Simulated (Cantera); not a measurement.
Input: 1 mol SiH₂Cl₂, 0.0094 mol C₃H₈, 310 mol H₂, at 1.10 mbar.

Cantera equilibrium calculation (NASA polynomials, part measured and part estimated; ideal gas, pure solids and liquids). Candidate condensed phases: C, C₆H₆, C₇H₈, C₈H₁₈, Si, SiC; 109 gas species. Rates play no part. All values below are at 2148 K.

Base state: H₂ 0.874, H 0.117, HCl 0.00546, Si 0.00294, Cl 0.000538, SiH 4.47e-5, C₂H₂ (acetylene) 3.55e-5 (mole fractions); condensed: gas only.

**Question.** What changes in the equilibrium state with this change: H₂ from 310 to 1.5 mol?

**Answer.** 
| species | before | after |
|---|---|---|
| H₂ | 0.874 | 0.445 |
| HCl | 0.00546 | 0.214 |
| SiCl₂ | 1.02e-6 | 0.104 |
| SiCl | 8.71e-6 | 0.0162 |
| Cl | 0.000538 | 0.0295 |
| Si | 0.00294 | 0.0997 |
| H | 0.117 | 0.0838 |
| SiCl₃ | <1e-9 | 0.000157 |
| Si₃ | 1.82e-9 | 7.15e-5 |
| Si₂C | 3.36e-6 | 0.00487 |
| Si₂ | 6.22e-7 | 0.000717 |
| SiC(s), mol | 0 | 0.00492 |
The tables' values for SiCl, SiCl₃ are old estimates; treat these amounts as uncertain. Gases not in the tables: Si₂H₆ and higher silanes.
